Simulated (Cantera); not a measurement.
Input: 1 mol MgF2, 1.9 mol H2O, 2.4 mol N2, 1.7 mol O2, equilibrated at 1200 °C.

Equilibrium computed with Cantera from the NASA thermochemical tables; the gas is ideal and each condensed phase is pure. Candidate condensed phases: H2O, Mg, MgF2, MgO, Mg(OH)2; 50 gas species. Mutual solubility and eutectic melting of coexisting phases are not modelled. Kinetics and transport are ignored.

x: gas mole fraction; n: condensed amount in mol.

| P (Pa) | x N2 | x HF | x O2 | x H2O | x OH | x O | n MgO(s) | n MgF2(s) |
|---|---|---|---|---|---|---|---|---|
| 0.100 | 0.342 | 0.284 | 0.241 | 0.127 | 0.00228 | 0.00137 | 0.997 | 0 |
| 0.560 | 0.342 | 0.285 | 0.242 | 0.128 | 0.00149 | 0.000581 | 0.997 | 0 |
| 3.20 | 0.342 | 0.285 | 0.242 | 0.128 | 0.000962 | 0.000243 | 0.997 | 0 |
| 18 | 0.342 | 0.285 | 0.242 | 0.129 | … | … | 0.997 | 0 |
| 100 | 0.342 | 0.285 | 0.242 | 0.129 | 0.000408 | 4.35e-5 | 0.997 | 0 |
| 560 | 0.342 | 0.285 | 0.242 | 0.129 | … | … | 0.997 | 0 |
| 3200 | 0.342 | 0.285 | 0.242 | 0.129 | 0.000172 | 7.70e-6 | 0.997 | 0 |
| 18000 | 0.355 | 0.222 | 0.251 | 0.170 | 0.000129 | 3.30e-6 | 0.751 | 0.248 |
| 100000 | 0.377 | 0.113 | 0.267 | 0.242 | 0.000102 | 1.44e-6 | 0.358 | 0.642 |

Problem. Some entries are withheld; supply them.

Solution. 
- 18, x OH: 0.000626
- 18, x O: 0.000103
- 560, x OH: 0.000265
- 560, x O: 1.84e-5
